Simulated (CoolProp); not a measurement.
n-perfluorohexane along the isobar 0.763 MPa: Z from the reference equation and from simpler models built on Tc = 174.9 °C, pc = 1.742 MPa, ω = 0.497; each cubic takes its own stable root.

Computed with CoolProp (reference Helmholtz-energy equation of state, Gao 2022).

| T (°C) | phase | reference | van der Waals | Redlich-Kwong | Soave-Redlich-Kwong | Peng-Robinson |
|---|---|---|---|---|---|---|
| 43.35 | liquid | 0.06030 | 0.1081 | 0.07482 | 0.06946 | 0.06148 |
| 57.55 | liquid | 0.05931 | 0.1066 | 0.07418 | 0.06856 | 0.06061 |
| 71.75 | liquid | 0.05859 | 0.1058 | 0.07403 | 0.06809 | 0.06015 |
| 86.05 | liquid | 0.05815 | 0.1057 | 0.07446 | 0.06816 | 0.06016 |
| 100.25 | liquid | 0.05807 | 0.7368 | 0.07566 | 0.06888 | 0.06076 |
| 114.45 | liquid | 0.05847 | 0.7684 | 0.07802 | 0.07053 | 0.06220 |
| 128.75 | liquid | 0.05963 | 0.7941 | 0.7496 | 0.07377 | 0.06506 |
| 142.95 | gas | 0.7504 | 0.8151 | 0.7812 | 0.7618 | 0.7448 |
| 157.25 | gas | 0.7890 | 0.8331 | 0.8069 | 0.7979 | 0.7815 |
| 171.45 | gas | 0.8185 | 0.8484 | 0.8281 | 0.8266 | 0.8107 |

At some of these states van der Waals, Redlich-Kwong gives the other phase, because its saturation line lies elsewhere.
